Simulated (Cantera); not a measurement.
Input: 1 mol CH₂F₂, 0.68 mol CH₄, equilibrated at 10.0 mbar.

Cantera equilibrium calculation (NASA polynomials, part measured and part estimated; ideal gas, pure solids and liquids). Candidate condensed phases: C, C₆H₆, C₇H₈, C₈H₁₈; 95 gas species. Kinetics and transport are ignored. All values below are at 1275 K.

Base state: HF 0.595, H₂ 0.405, CH₄ 1.52e-5 (mole fractions); condensed: C(graphite).

Question: What changes in the equilibrium state with this change: CH₄ from 0.68 to 0.0073 mol?

Answer: 
| species | before | after |
|---|---|---|
| HF | 0.595 | 0.993 |
| H₂ | 0.405 | 0.00725 |
| CH₄ | 1.52e-5 | 4.87e-9 |
| C(graphite), mol | 1.68 | 1.01 |
